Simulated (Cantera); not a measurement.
A perfectly stirred reactor is fed with CO : H₂ : O₂ : N₂ : CO₂ = 1 : 1 : 0.833 : 3.13 : 0.85 (molar parts), equivalence ratio 1.2, at 3380 Torr; it is adiabatic with a 823 K inlet, and is followed from long to short residence time, starting on the burning branch (τ in s: 0.41, 0.14, 0.047, 0.016, 0.0054, 0.0018, 0.00062, 0.00021, 7.1e-05, 2.4e-05, 8.2e-06).

Model: GRI-Mech 3.0 (53 species, 325 reactions), integrated in Cantera. The hydrogen kinetics of GRI-Mech 3.0 are dated; newer H2 mechanisms differ, most at raised pressure.

One state of this run: T (K) = 2435; x CO = 0.0586; x H₂ = 0.00619; x O₂ = 0.00288; x OH = 0.00352; x NO₂ = 4.32e-7; x CO₂ = 0.249. x: mole fraction; the columns are a selection and need not sum to one.

### Question
Which value of τ (s) does it belong to?
A. 0.0054
B. 0.14
C. 0.00062
D. 0.016

### Answer
B, 0.14
